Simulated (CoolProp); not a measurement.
Vapour-liquid equilibrium of R134a (1) + R245fa (2) at 196.1 K; x and y are mole fractions of (1).

The numbers come from the multi-fluid Helmholtz-energy mixture model, Tillner-Roth 1994 and Akasaka 2015; pair parameters Akasaka 2014 in CoolProp.

```json
[
 {"x": "0.05", "bubble pressure (MPa)": "0.0005017", "y at the bubble point": "0.480", "dew pressure at overall composition x (MPa)": "0.0002880", "liquid density (mol/L)": "11.98"},
 {"x": "0.2", "bubble pressure (MPa)": "…", "y at the bubble point": "0.812", "dew pressure at overall composition x (MPa)": "0.0003383", "liquid density (mol/L)": "12.39"},
 {"x": "0.35", "bubble pressure (MPa)": "0.001832", "y at the bubble point": "0.902", "dew pressure at overall composition x (MPa)": "0.0004098", "liquid density (mol/L)": "12.80"},
 {"x": "0.5", "bubble pressure (MPa)": "0.002484", "y at the bubble point": "0.944", "dew pressure at overall composition x (MPa)": "0.0005195", "liquid density (mol/L)": "…"},
 {"x": "0.65", "bubble pressure (MPa)": "0.003134", "y at the bubble point": "0.969", "dew pressure at overall composition x (MPa)": "…", "liquid density (mol/L)": "13.69"},
 {"x": "0.8", "bubble pressure (MPa)": "0.003787", "y at the bubble point": "0.985", "dew pressure at overall composition x (MPa)": "0.001118", "liquid density (mol/L)": "…"},
 {"x": "0.95", "bubble pressure (MPa)": "…", "y at the bubble point": "0.997", "dew pressure at overall composition x (MPa)": "0.002618", "liquid density (mol/L)": "14.71"}
]
```

**Question.** What belongs in the gaps?

**Answer.** 
- 0.2, bubble pressure (MPa): 0.001173
- 0.5, liquid density (mol/L): 13.24
- 0.65, dew pressure at overall composition x (MPa): 0.0007096
- 0.8, liquid density (mol/L): 14.18
- 0.95, bubble pressure (MPa): 0.004443

No azeotrope shows between x = 0.05 and 0.95.

Pair parameters are fitted to limited data, so mixtures are less certain than the pure fluids.
